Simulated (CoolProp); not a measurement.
Vapour-liquid equilibrium of R143a (1) + R236FA (2) at 0.0915 bar; x and y are mole fractions of (1).

Computed with CoolProp (multi-fluid Helmholtz-energy mixture model, Lemmon and Jacobsen 2000 and Pan 2012; pair parameters Bell 2016).

Problem. Give the bubble temperature and the first vapour's composition at x = 0.2, 0.5, 0.95. Is there an azeotrope?

Solution. x = 0.2: 207.6 K, y = 0.786; x = 0.5: 195.1 K, y = 0.956; x = 0.95: 186.3 K, y = 0.998. No azeotrope shows between x = 0.05 and 0.95.

Pair parameters are fitted to limited data, so mixtures are less certain than the pure fluids.
